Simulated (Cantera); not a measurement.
Silicon oxide and oxynitride deposition: SiF4 + NO + N2 + O3

Feed: 1 mol SiF4, 23 mol NO, 1.9 mol N2, 1.7 mol O3, at 1798 K.

Cantera equilibrium calculation (NASA polynomials, part measured and part estimated; ideal gas, pure solids and liquids). Candidate condensed phases: Si, SiO2, Si2N2O, Si3N4; 28 gas species. The tables' values for SiF3, SiO2 are old estimates; treat these amounts as uncertain. The tables hold silica as quartz up to 1696 K and as liquid above; real silica turns to tridymite and cristobalite and melts near 1996 K. The numbers say what is thermodynamically allowed, not how fast it happens.

| P (Pa) | x O2 | x N2 | x SiF4 | x O | x NO | n SiO2(condensed) |
|---|---|---|---|---|---|---|
| 5 | 0.482 | 0.465 | 0.0344 | 0.0117 | 0.00481 | 0 |
| 17 | 0.486 | 0.467 | 0.0347 | 0.00639 | 0.00484 | 0.000598 |
| 59 | 0.489 | 0.468 | 0.0349 | 0.00344 | 0.00485 | 0.00133 |
| 210 | 0.490 | 0.468 | 0.0350 | 0.00182 | 0.00486 | 0.000890 |
| 710 | 0.491 | 0.468 | 0.0351 | 0.000993 | 0.00486 | 0.000520 |
| 2400 | 0.491 | 0.468 | 0.0351 | 0.000540 | 0.00487 | 0.000291 |
| 8400 | 0.491 | 0.468 | 0.0351 | 0.000289 | 0.00487 | 0.000157 |
| 29000 | 0.491 | 0.469 | 0.0351 | 0.000155 | 0.00487 | 0 |
| 100000 | 0.491 | 0.469 | 0.0351 | 8.37e-5 | 0.00487 | 0 |
x: gas mole fraction; n: condensed amount in mol.

At 5.00 Pa nothing is condensed. From 17.0 Pa to 84.0 mbar the condensed part is SiO2(condensed). From 0.290 bar to 1.00 bar nothing is condensed. The main Si-bearing gas is SiF4 throughout.
